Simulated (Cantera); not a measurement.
Stirred combustor or abatement burner

A perfectly stirred reactor is fed with 5.37 % CO, 0.484 % H₂, 2.63 % CH₄, 14.4 % O₂, 54.3 % N₂, 22.0 % H₂O, 0.806 % CO₂, equivalence ratio 0.57, at 5.00 bar; it is adiabatic with a 725 K inlet, and is followed from long to short residence time, starting on the burning branch (τ in s: 0.2, 0.075, 0.028, 0.01, 0.0037, 0.0014, 0.00051, 0.00019, 6.9e-05, 2.5e-05, 9.4e-06).

Model: GRI-Mech 3.0 (53 species, 325 reactions), integrated in Cantera.

```json
[
 {"τ (s)": "0.20", "T (K)": "1720", "x CO": "8.88e-5", "x H₂": "2.32e-5", "x CH₄": "2.36e-6", "x NO": "3.24e-6", "x C₂H₂": "6.77e-10"},
 {"τ (s)": "0.075", "T (K)": "1719", "x CO": "0.000186", "x H₂": "3.70e-5", "x CH₄": "5.17e-6", "x NO": "1.98e-6", "x C₂H₂": "2.81e-9"},
 {"τ (s)": "0.028", "T (K)": "1717", "x CO": "0.000391", "x H₂": "6.55e-5", "x CH₄": "1.06e-5", "x NO": "1.53e-6", "x C₂H₂": "9.21e-9"},
 {"τ (s)": "0.010", "T (K)": "1712", "x CO": "0.000835", "x H₂": "0.000125", "x CH₄": "2.17e-5", "x NO": "1.40e-6", "x C₂H₂": "2.63e-8"},
 {"τ (s)": "0.0037", "T (K)": "1704", "x CO": "0.00174", "x H₂": "0.000237", "x CH₄": "4.36e-5", "x NO": "1.35e-6", "x C₂H₂": "6.48e-8"},
 {"τ (s)": "0.0014", "T (K)": "1688", "x CO": "0.00362", "x H₂": "0.000448", "x CH₄": "9.03e-5", "x NO": "1.18e-6", "x C₂H₂": "1.50e-7"},
 {"τ (s)": "0.00051", "T (K)": "1647", "x CO": "0.00854", "x H₂": "0.000885", "x CH₄": "0.000229", "x NO": "7.49e-7", "x C₂H₂": "4.10e-7"},
 {"τ (s)": "0.00019", "T (K)": "725", "x CO": "0.0537", "x H₂": "0.00484", "x CH₄": "0.0263", "x NO": "<1e-12", "x C₂H₂": "<1e-12"},
 {"τ (s)": "6.9e-5", "T (K)": "725", "x CO": "0.0537", "x H₂": "0.00484", "x CH₄": "0.0263", "x NO": "<1e-12", "x C₂H₂": "<1e-12"},
 {"τ (s)": "2.5e-5", "T (K)": "725", "x CO": "0.0537", "x H₂": "0.00484", "x CH₄": "0.0263", "x NO": "<1e-12", "x C₂H₂": "<1e-12"},
 {"τ (s)": "9.4e-6", "T (K)": "725", "x CO": "0.0537", "x H₂": "0.00484", "x CH₄": "0.0263", "x NO": "<1e-12", "x C₂H₂": "<1e-12"}
]
```
x: mole fraction; the columns are a selection and need not sum to one.
